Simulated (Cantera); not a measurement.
Cantera run, input and output.

```python
import numpy as np
import cantera as ct

gas = ct.Solution("gri30.yaml")
gas.TPX = 1575, 101325, {'H2': 1, 'O2': 1.52, 'N2': 5.7}
reactor = ct.IdealGasReactor(gas, energy="on", clone=False)
net = ct.ReactorNet([reactor])
net.rtol, net.atol = 1e-08, 1e-16
show = ['H2', 'O2', 'N2O', 'NO', 'H', 'H2O2']
times = np.geomspace(4e-06, 8, 10)

steps = ct.SolutionArray(gas, extra=["t"])
rows = []
print(f"{'t/s':>10s}{'T/K':>9s}{'P/Pa':>11s}" + "".join(f"{s:>11s}" for s in show))
for t in times:
    while net.time < t:
        t_next = net.step()
        steps.append(gas.state, t=t_next)
    rows.append([np.interp(t, steps.t, y) for y in (steps.T, steps.P, *steps(*show).X.T)])
    print(f"{t:10.3e}{rows[-1][0]:9.1f}{rows[-1][1]:11.4g}" + "".join(f"{x:11.3e}" for x in rows[-1][2:]))
rate = np.gradient(steps.T, steps.t)
print("integrator steps:", len(steps.t))
if steps.T.max() > steps.T[0] + 200:
    print(f"time of steepest temperature rise: {steps.t[rate.argmax()]:.4e} s")
gas.TPX = 1575, 101325, {'H2': 1, 'O2': 1.52, 'N2': 5.7}
gas.equilibrate("UV")
print(f"equilibrium (UV): T = {gas.T:.1f} K  " + "  ".join(f"{s} {gas[s].X[0]:.3e}" for s in show))
```

It prints:

```
       t/s      T/K       P/Pa         H2         O2        N2O         NO          H       H2O2
 4.000e-06   1575.0  1.013e+05  1.216e-01  1.849e-01  9.502e-12  1.849e-13  1.601e-05  2.004e-08
 2.005e-05   1860.9  1.178e+05  1.091e-02  1.180e-01  2.374e-07  1.364e-05  2.641e-02  7.888e-07
 1.005e-04   2407.5  1.473e+05  3.451e-03  1.241e-01  7.325e-07  1.341e-04  2.735e-03  2.411e-07
 5.040e-04   2501.8  1.522e+05  1.656e-03  1.266e-01  9.729e-07  7.226e-04  8.429e-04  3.733e-07
 2.526e-03   2496.7  1.519e+05  1.626e-03  1.254e-01  9.706e-07  3.316e-03  8.176e-04  3.676e-07
 1.267e-02   2481.0  1.508e+05  1.539e-03  1.218e-01  9.990e-07  1.119e-02  7.440e-04  3.505e-07
 6.350e-02   2471.5  1.502e+05  1.488e-03  1.197e-01  1.037e-06  1.586e-02  7.025e-04  3.404e-07
 3.183e-01   2471.5  1.502e+05  1.488e-03  1.197e-01  1.038e-06  1.589e-02  7.022e-04  3.404e-07
 1.596e+00   2471.5  1.502e+05  1.488e-03  1.197e-01  1.038e-06  1.589e-02  7.022e-04  3.404e-07
 8.000e+00   2471.5  1.502e+05  1.488e-03  1.197e-01  1.038e-06  1.589e-02  7.022e-04  3.404e-07
integrator steps: 1347
time of steepest temperature rise: 1.2661e-05 s
equilibrium (UV): T = 2471.5 K  H2 1.488e-03  O2 1.197e-01  N2O 1.038e-06  NO 1.589e-02  H 7.022e-04  H2O2 3.404e-07
```

Cantera simulation using GRI-Mech 3.0 (53 species, 325 reactions); the numbers are that mechanism's predictions, not measurements.
